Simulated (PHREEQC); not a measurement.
PHREEQC input (ion-association model, wateq4f.dat):

```
SOLUTION_MASTER_SPECIES
  An  An-  0  An  62.0  # stands for a non-complexing anion
SOLUTION_SPECIES
  An- = An-
    -log_k 0
    -gamma 3.0 0
PHASES
  Fix_H+
    H+ = H+
    -log_k 0
SOLUTION 1
  temp 25
  units mmol/kgw
  pH 7 charge
  Na 10
  An 10
END
SELECTED_OUTPUT 1
  -reset false
  -pH true
  -pe true
  -ionic_strength true
  -water true
  -totals Na
  -molalities Hfo_wOH Hfo_wOH2+ Hfo_wO- Hfo_sOH Hfo_sOH2+ Hfo_sO-
USER_PUNCH 1
  -headings sigma psi
  10 PUNCH EDL("sigma", "Hfo"), EDL("psi", "Hfo")
PRINT
  -reset false
USE solution 1
SURFACE 1
  Hfo_wOH 0.000105618 600 0.047
  Hfo_sOH 2.64045e-06
EQUILIBRIUM_PHASES 1
  Fix_H+ -3 HAn 10
    -force_equality true
  O2(g) -0.68 10
END
# ... the last block is repeated for the other 12 points of pH, with NaOH or the acid as the point needs
```

Selected output (columns that matter, 9 of 13 rows; pH added in front):

```
pH	mu	Na	m_Hfo_wOH	m_Hfo_wOH2+	m_Hfo_wO-	m_Hfo_sOH	m_Hfo_sOH2+	m_Hfo_sO-	sigma	psi
3	0.011147	0.01	1.3034e-05	9.2542e-05	4.2053e-08	3.2584e-07	2.3136e-06	1.0513e-09	0.32443	0.20342
4	0.010141	0.01	4.271e-05	6.2236e-05	6.7147e-07	1.0678e-06	1.5559e-06	1.6787e-08	0.21593	0.18495
4.5	0.010058	0.01	5.6841e-05	4.7209e-05	1.5678e-06	1.421e-06	1.1802e-06	3.9196e-08	0.16008	0.16982
5	0.010027	0.01	6.7434e-05	3.5227e-05	2.9572e-06	1.6858e-06	8.8068e-07	7.3929e-08	0.11318	0.15215
6	0.010008	0.01	7.8088e-05	2.0821e-05	6.7089e-06	1.9522e-06	5.2054e-07	1.6772e-07	0.049497	0.11027
7	0.010003	0.01	8.0699e-05	1.4918e-05	1.0001e-05	2.0175e-06	3.7295e-07	2.5002e-07	0.017247	0.060526
7.5	0.010001	0.01	8.0989e-05	1.3489e-05	1.114e-05	2.0247e-06	3.3722e-07	2.785e-07	0.0082385	0.033627
8	0.010001	0.010001	8.1073e-05	1.2471e-05	1.2074e-05	2.0268e-06	3.1178e-07	3.0184e-07	0.0013941	0.0060911
9	0.010013	0.010015	8.0864e-05	1.0537e-05	1.4216e-05	2.0216e-06	2.6343e-07	3.5541e-07	-0.012904	-0.048802
```

The oxide is taken as insoluble; below pH 4 it would dissolve.
